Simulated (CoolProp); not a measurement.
A simple Rankine cycle with cyclopentane: condensing at 330.15 K, boiler at 0.573 MPa, turbine inlet 402.2 K, turbine efficiency 0.75, pump efficiency 0.7, no recuperator. Each further row changes one setting.

The numbers come from the reference Helmholtz-energy equation of state, Gedanitz 2015 in CoolProp.

```
case                             thermal efficiency (%)  net work (kJ/kg)  heat in (kJ/kg)  turbine exit temperature (K)  volume ratio over the turbine
-------------------------------  ----------------------  ----------------  ---------------  ----------------------------  -----------------------------
as stated                                           9.5               [?]              482                         365.8                           4.35
turbine inlet 422.2 K                               9.5               [?]              [?]                         387.0                           4.33
condensing temperature 322.15 K                     [?]              53.7              497                           [?]                            [?]
boiler pressure 0.401 MPa                           7.4               [?]              487                           [?]                           3.02
turbine efficiency 0.65                             8.2              39.7              482                         369.9                           4.40
```

Question: Fill in the missing entries.

Answer: 
- as stated, net work (kJ/kg): 46.0
- turbine inlet 422.2 K, net work (kJ/kg): 49.0
- turbine inlet 422.2 K, heat in (kJ/kg): 519
- condensing temperature 322.15 K, thermal efficiency (%): 10.8
- condensing temperature 322.15 K, turbine exit temperature (K): 360.1
- condensing temperature 322.15 K, volume ratio over the turbine: 5.56
- boiler pressure 0.401 MPa, net work (kJ/kg): 36.2
- boiler pressure 0.401 MPa, turbine exit temperature (K): 375.5
